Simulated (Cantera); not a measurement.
A perfectly stirred reactor is fed with H2 : O2 = 0.26 : 1 (molar parts), equivalence ratio 0.13, at 0.00210 bar; it is held at 1400 K, and followed from long to short residence time.

Cantera simulation using GRI-Mech 3.0 (53 species, 325 reactions); the numbers are that mechanism's predictions, not measurements. Radical loss at walls, strong at low pressure, is not modelled. The temperature is held fixed by assumption; the heat of reaction is taken as removed at once.

Question: What does this change do: O2 1 to 0.41 parts?

Answer: 
```json
[
 {"quantity": "x(H2) at τ = 0.660 s", "before": "0.00729", "after": "0.0217"},
 {"quantity": "x(O2) at τ = 0.660 s", "before": "0.705", "after": "0.465"},
 {"quantity": "x(OH) at τ = 0.660 s", "before": "0.0152", "after": "0.0214"},
 {"quantity": "x(H2O2) at τ = 0.660 s", "before": "3.78e-8", "after": "7.72e-8"},
 {"quantity": "x(HO2) at τ = 0.660 s", "before": "9.24e-7", "after": "1.28e-6"},
 {"quantity": "x(H2) at τ = 29.0 ms", "before": "0.0129", "after": "0.0358"},
 {"quantity": "x(O2) at τ = 29.0 ms", "before": "0.666", "after": "0.420"},
 {"quantity": "x(OH) at τ = 29.0 ms", "before": "0.0184", "after": "0.0253"},
 {"quantity": "x(H2O2) at τ = 29.0 ms", "before": "3.58e-8", "after": "5.65e-8"},
 {"quantity": "x(HO2) at τ = 29.0 ms", "before": "8.59e-7", "after": "9.74e-7"}
]
```

Question: What does this change do: pressure from 0.00210 bar to 0.0133 bar?

Answer: 
```csv
quantity,before,after
x(H2) at τ = 0.660 s,0.00729,0.00108
x(O2) at τ = 0.660 s,0.705,0.761
x(OH) at τ = 0.660 s,0.0152,0.00582
x(H2O2) at τ = 0.660 s,3.78e-8,1.33e-7
x(HO2) at τ = 0.660 s,9.24e-7,3.32e-6
x(H2) at τ = 29.0 ms,0.0129,0.00646
x(O2) at τ = 29.0 ms,0.666,0.719
x(OH) at τ = 29.0 ms,0.0184,0.0139
x(H2O2) at τ = 29.0 ms,3.58e-8,2.32e-7
x(HO2) at τ = 29.0 ms,8.59e-7,5.83e-6
```
